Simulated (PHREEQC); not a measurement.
Consider water at 60 °C with 0.0014 mol ZnCl2 and 0.00045 mol KCl per kg of water. Closed to the air; pH follows from the charge balance.

The numbers come from PHREEQC with the ion-association model, phreeqc.dat.

```yaml
pH: 5.46
ionic_strength: 0.00458 mol/kgw
specific_conductance: 757 µS/cm
```

```
species  molality  activity   log γ
-------  --------  --------  ------
Cl-       0.00321   0.00297  -0.034
Zn+2      0.00136   0.00100  -0.133
K+       0.000450  0.000416  -0.034
ZnCl+     3.45e-5   3.19e-5  -0.034
H+        3.74e-6   3.48e-6  -0.031
ZnOH+     3.68e-6   3.40e-6  -0.034
ZnCl2     1.13e-7   1.13e-7   0.000
OH-       3.00e-8   2.77e-8  -0.034
ZnOHCl    2.83e-8   2.84e-8   0.000
Zn(OH)2   1.04e-9   1.04e-9   0.000
```

Precipitation was switched off in this run. Complexes and solids missing from the database can't appear. Away from 25 °C the constants follow the database's enthalpies or fits; those with neither stay at their 25 °C values.
